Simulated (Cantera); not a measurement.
## Adiabatic ignition

An adiabatic, constant-pressure homogeneous reactor starts with 8.38 % CO, 1.34 % H2, 14.8 % O2, 55.4 % N2, 20.1 % H2O, equivalence ratio 0.33, at 1675 K and 160000 Pa.

Model: GRI-Mech 3.0 (53 species, 325 reactions), integrated in Cantera.

```json
[
 {"t (s)": "5.00e-6", "T (K)": "1675", "x CO": "0.0838", "x H2": "0.0134", "x O2": "0.148", "x HO2": "1.77e-6", "x H2O": "0.201", "x NO2": "<1e-12", "x N2O": "5.83e-11"},
 {"t (s)": "1.47e-5", "T (K)": "1682", "x CO": "0.0810", "x H2": "0.00905", "x O2": "0.142", "x HO2": "6.97e-5", "x H2O": "0.203", "x NO2": "9.62e-12", "x N2O": "2.37e-8"},
 {"t (s)": "4.31e-5", "T (K)": "1996", "x CO": "0.0222", "x H2": "0.00712", "x O2": "0.109", "x HO2": "3.01e-5", "x H2O": "0.202", "x NO2": "2.90e-9", "x N2O": "4.40e-7"},
 {"t (s)": "0.000127", "T (K)": "2233", "x CO": "0.00562", "x H2": "0.00233", "x O2": "0.103", "x HO2": "8.77e-6", "x H2O": "0.215", "x NO2": "1.83e-8", "x N2O": "6.16e-7"},
 {"t (s)": "0.000372", "T (K)": "2286", "x CO": "0.00239", "x H2": "0.00109", "x O2": "0.103", "x HO2": "7.63e-6", "x H2O": "0.219", "x NO2": "4.48e-8", "x N2O": "5.19e-7"},
 {"t (s)": "0.00109", "T (K)": "2288", "x CO": "0.00228", "x H2": "0.00106", "x O2": "0.103", "x HO2": "7.63e-6", "x H2O": "0.220", "x NO2": "1.08e-7", "x N2O": "5.10e-7"},
 {"t (s)": "0.00321", "T (K)": "2288", "x CO": "0.00228", "x H2": "0.00105", "x O2": "0.103", "x HO2": "7.62e-6", "x H2O": "0.220", "x NO2": "2.91e-7", "x N2O": "5.09e-7"},
 {"t (s)": "0.00941", "T (K)": "2287", "x CO": "0.00227", "x H2": "0.00105", "x O2": "0.102", "x HO2": "7.58e-6", "x H2O": "0.220", "x NO2": "8.16e-7", "x N2O": "5.09e-7"},
 {"t (s)": "0.0276", "T (K)": "2284", "x CO": "0.00224", "x H2": "0.00104", "x O2": "0.102", "x HO2": "7.49e-6", "x H2O": "0.220", "x NO2": "2.24e-6", "x N2O": "5.07e-7"},
 {"t (s)": "0.0812", "T (K)": "2279", "x CO": "0.00219", "x H2": "0.00102", "x O2": "0.100", "x HO2": "7.29e-6", "x H2O": "0.220", "x NO2": "5.29e-6", "x N2O": "5.11e-7"},
 {"t (s)": "0.238", "T (K)": "2274", "x CO": "0.00214", "x H2": "0.000996", "x O2": "0.0987", "x HO2": "7.10e-6", "x H2O": "0.220", "x NO2": "8.26e-6", "x N2O": "5.21e-7"},
 {"t (s)": "0.700", "T (K)": "2273", "x CO": "0.00213", "x H2": "0.000993", "x O2": "0.0984", "x HO2": "7.08e-6", "x H2O": "0.220", "x NO2": "8.70e-6", "x N2O": "5.23e-7"}
]
```
x: mole fraction; the columns are a selection and need not sum to one.

time of steepest temperature rise: 26.0 µs
temperature at 0.700 s: 2273 K
equilibrium temperature: 2273 K
x(CO) at 0.700 s: 0.00213 (gas-phase equilibrium 0.00213)
x(H2) at 0.700 s: 0.000993 (gas-phase equilibrium 0.000993)
x(O2) at 0.700 s: 0.0984 (gas-phase equilibrium 0.0984)
